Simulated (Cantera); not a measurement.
Charge: 1 mol AlN, 0.049 mol Br₂, 0.066 mol O₂, held at 973.15 K and 0.170 bar.

Equilibrium computed with Cantera from the NASA thermochemical tables; the gas is ideal and each condensed phase is pure. Equilibrium is a limit: real reactors are often held back by kinetics, nucleation or transport.

```csv
species,before,after
N₂,0.650,0.652
AlBr₃,0.349,0.343
Al₂Br₆,0.00117,0.00507
"AlN(s), mol",0.879,0.879
"Al₂O₃(s), mol",0.0440,0.0440
```
Gas species are given as mole fractions.

Problem. Name the change that produced these shifts.
(A) temperature from 973.15 K to 873 K
(B) temperature from 973.15 K to 1675 K
(C) temperature from 973.15 K to 1500 K
(D) temperature from 973.15 K to 725 K

Solution. A, temperature from 973.15 K to 873 K
